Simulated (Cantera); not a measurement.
Feed: 1 mol Si, 0.028 mol N2O, 440 mol N2, at 1.33 mbar.

These are equilibrium values from Cantera (NASA tables, ideal gas, pure condensed phases), not measurements of a reactor. Candidate condensed phases: Si, SiO2, Si2N2O, Si3N4; 16 gas species. Mutual solubility and eutectic melting of coexisting phases are not modelled. The numbers say what is thermodynamically allowed, not how fast it happens.

What share of the Si ends up in condensed phases as a function of T (K), at 925, 1025, 1125, 1225, 1325, 1425, 1525, 1625, 1725, 1825, 1925, 2025?


```tsv
T (K)	Si condensed (%)	as
925	100.0	Si2N2O(s) + Si3N4(s)
1025	100.0	Si2N2O(s) + Si3N4(s)
1125	100.0	Si2N2O(s) + Si3N4(s)
1225	100.0	Si2N2O(s) + Si3N4(s)
1325	100.0	Si2N2O(s) + Si3N4(s)
1425	99.2	Si2N2O(s) + Si3N4(s)
1525	97.1	Si3N4(s)
1625	94.4	Si3N4(s)
1725	60.2	Si(l)
1825	0.0	-
1925	0.0	-
2025	0.0	-
```
